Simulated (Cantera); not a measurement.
Input: 1 mol MgO, 3.7 mol Cl2, 3.8 mol N2, at 1375 K and 2.00 mbar.

Equilibrium computed with Cantera from the NASA thermochemical tables; the gas is ideal and each condensed phase is pure. The numbers say what is thermodynamically allowed, not how fast it happens.

```json
[
 {"species": "N2", "before": "0.421", "after": "0.458"},
 {"species": "Cl2", "before": "0.187", "after": "0.289"},
 {"species": "MgCl2", "before": "0.111", "after": "0.121"},
 {"species": "Cl", "before": "0.226", "after": "0.0720"},
 {"species": "O2", "before": "0.0553", "after": "0.0602"},
 {"species": "NO", "before": "0.000236", "after": "9.48e-5"},
 {"species": "ClO", "before": "6.93e-5", "after": "2.97e-5"}
]
```
Gas species are given as mole fractions.

Question: What was changed between the two runs?
A. temperature from 1375 K to 1150 K
B. temperature from 1375 K to 1848.15 K
C. pressure from 2.00 mbar to 1.00 bar
D. temperature from 1375 K to 1223 K

Answer: D, temperature from 1375 K to 1223 K
